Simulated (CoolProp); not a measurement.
A closed Brayton cycle with carbon dioxide: compressor inlet 316.15 K and 8.3 MPa, high pressure 25.6 MPa, turbine inlet 905 K, compressor efficiency 0.8, turbine efficiency 0.9, recuperator effectiveness 0.9 (on enthalpy, no pinch check). Each further row changes one setting.

Model: reference Helmholtz-energy equation of state, Span 1996, in CoolProp.

```tsv
case	thermal efficiency (%)	net work (kJ/kg)	compressor to turbine work	compressor exit (K)	turbine exit (K)
as stated	36.4	108	0.33	400.7	763.2
turbine inlet 855 K	34.9	98.4	0.35	400.7	718.2
compressor inlet 326.15 K	34.9	97.8	0.40	423.7	763.2
high pressure 21.8 MPa	35.3	96.5	0.31	388.2	782.8
recuperator effectiveness 0.5	23.3	108	0.33	400.7	763.2
```
